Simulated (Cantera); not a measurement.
## Transport properties of process gases

Gas mixture: NO : N2 = 0.34 : 0.71 (molar parts), at 5.63 Torr, frozen composition.

Cantera's kinetic-theory transport with the Lennard-Jones parameters of GRI-Mech 3.0, ideal gas; thermal conductivity in the multicomponent form. The composition is frozen, though it would react at the higher temperatures.

| T (K) | ρ (kg/m³) | cp (J/kg/K) | μ (µPa s) | λ (mW/m/K) | Pr | D (cm²/s) NH3 | D (cm²/s) CO2 | D (cm²/s) N2 |
|---|---|---|---|---|---|---|---|---|
| 400 | 0.00646 | 1030 | 22.6 | 32.8 | 0.710 | 51.4 | 35.8 | 45.8 |
| 550 | 0.00470 | 1053 | 28.2 | 42.0 | 0.708 | 92.3 | 62.8 | 78.9 |
| 700 | 0.00369 | 1086 | 33.2 | 51.0 | 0.707 | 142 | 95.2 | 119 |
| 850 | 0.00304 | 1124 | 37.7 | 60.0 | 0.706 | 200 | 133 | 164 |
| 1000 | 0.00259 | 1157 | 42.0 | 68.8 | 0.706 | 264 | 175 | 215 |
| 1150 | 0.00225 | 1181 | 46.0 | 76.9 | 0.706 | 336 | 221 | 272 |
| 1300 | 0.00199 | 1202 | 49.8 | 84.8 | 0.706 | 414 | 271 | 333 |
D: mixture-averaged diffusion coefficient of that species in the mixture.
